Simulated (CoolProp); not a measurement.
R245fa at 298.15 K and 0.0334 MPa is throttled through a valve to 0.014 MPa with no heat exchange. Each further row changes one setting.

Computed with CoolProp (reference Helmholtz-energy equation of state, Akasaka 2015).

```
case                        temperature change (K)  final density (kg/m³)
--------------------------  ----------------------  ---------------------
as stated                                     -0.6                  0.762
outlet pressure 0.0042 MPa                    -0.9                  0.228
outlet pressure 0.0182 MPa                    -0.4                  0.992
```
